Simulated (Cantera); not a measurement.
**Transport properties of process gases**

Gas mixture: NO : H2O = 0.35 : 0.23 (molar parts), at 0.0132 atm, frozen composition.

Cantera's kinetic-theory transport with the Lennard-Jones parameters of GRI-Mech 3.0, ideal gas; thermal conductivity in the multicomponent form. Polar gases are described roughly by these parameters. The composition is frozen, though it would react at the higher temperatures.

```
T (K)  ρ (kg/m³)  cp (J/kg/K)  μ (µPa s)  λ (mW/m/K)     Pr  D (cm²/s) O  D (cm²/s) CO2  D (cm²/s) C2H2
-----  ---------  -----------  ---------  ----------  -----  -----------  -------------  --------------
400       0.0101         1254       19.6        36.2  0.679         43.3           20.6            21.7
650      0.00623         1336       29.2        58.4  0.667          100           49.9            52.2
900      0.00450         1427       37.7        80.7  0.666          174           88.4            92.1
1150     0.00352         1506       45.4         103  0.666          263            135             140
1400     0.00289         1573       52.6         124  0.667          366            189             196
1650     0.00245         1628       59.3         145  0.668          481            249             258
1900     0.00213         1675       65.6         164  0.668          608            316             327
```
D: mixture-averaged diffusion coefficient of that species in the mixture.
